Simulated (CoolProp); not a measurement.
Carbonyl sulfide along the isobar 1000 kPa: Z from the reference equation and from simpler models built on Tc = 105.6 °C, pc = 6369 kPa, ω = 0.098; each cubic takes its own stable root.

The numbers come from the reference Helmholtz-energy equation of state, Lemmon 2006 in CoolProp. It is a short technical equation, of lower accuracy than the large ones.

| T (°C) | phase | reference | van der Waals | Redlich-Kwong | Soave-Redlich-Kwong |
|---|---|---|---|---|---|
| 0.75 | liquid | 0.02495 | 0.8890 | 0.02689 | 0.02661 |
| 27.25 | gas | 0.8803 | 0.9125 | 0.8872 | 0.8845 |
| 53.75 | gas | 0.9109 | 0.9294 | 0.9131 | 0.9115 |
| 80.35 | gas | 0.9314 | 0.9421 | 0.9316 | 0.9309 |
| 106.85 | gas | 0.9459 | 0.9518 | 0.9451 | 0.9451 |
| 133.35 | gas | 0.9566 | 0.9595 | 0.9553 | 0.9560 |
| 159.85 | gas | 0.9647 | 0.9656 | 0.9632 | 0.9644 |
| 186.45 | gas | 0.9710 | 0.9706 | 0.9695 | 0.9710 |
| 212.95 | gas | 0.9760 | 0.9747 | 0.9745 | 0.9763 |
| 239.45 | gas | 0.9800 | 0.9781 | 0.9785 | 0.9806 |
| 265.95 | gas | 0.9833 | 0.9809 | 0.9818 | 0.9841 |
| 292.55 | gas | 0.9860 | 0.9833 | 0.9846 | 0.9870 |

At some of these states van der Waals gives the other phase, because its saturation line lies elsewhere.
